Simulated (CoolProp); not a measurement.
Vapour-liquid equilibrium of R125 (1) + cyclopropane (2) at 25.75 °C; x and y are mole fractions of (1).

Model: multi-fluid Helmholtz-energy mixture model, Lemmon 2005 and Polt 1992; pair parameters Bell 2016, in CoolProp. This equation is an older, rougher fit; its heat capacities, sound speeds and derivatives of the liquid may be far off and weren't checked against measurements.

| x | bubble pressure, mixture model (MPa) | bubble pressure, Raoult's law (MPa) | y, mixture model | y, Raoult's law |
|---|---|---|---|---|
| 0.05 | 0.8832 | 0.7727 | 0.180 | 0.091 |
| 0.125 | 1.045 | 0.8226 | 0.332 | 0.214 |
| 0.2 | 1.159 | 0.8726 | 0.422 | 0.322 |
| 0.275 | 1.241 | 0.9225 | 0.483 | 0.419 |
| 0.35 | 1.302 | 0.9725 | 0.531 | 0.506 |
| 0.425 | 1.349 | 1.022 | 0.572 | 0.584 |
| 0.5 | 1.387 | 1.072 | 0.611 | 0.655 |
| 0.575 | 1.417 | 1.122 | 0.651 | 0.720 |
| 0.65 | 1.440 | 1.172 | 0.694 | 0.779 |
| 0.725 | 1.454 | 1.222 | 0.742 | 0.834 |
| 0.8 | 1.458 | 1.272 | 0.798 | 0.884 |
| 0.875 | 1.451 | 1.322 | 0.864 | 0.930 |
| 0.95 | 1.429 | 1.372 | 0.941 | 0.973 |

The largest gap from Raoult's law is +34.5 % in bubble pressure, at x = 0.275. y crosses x between x = 0.725 and 0.8: the model has an azeotrope there.

Pair parameters are fitted to limited data, so mixtures are less certain than the pure fluids.
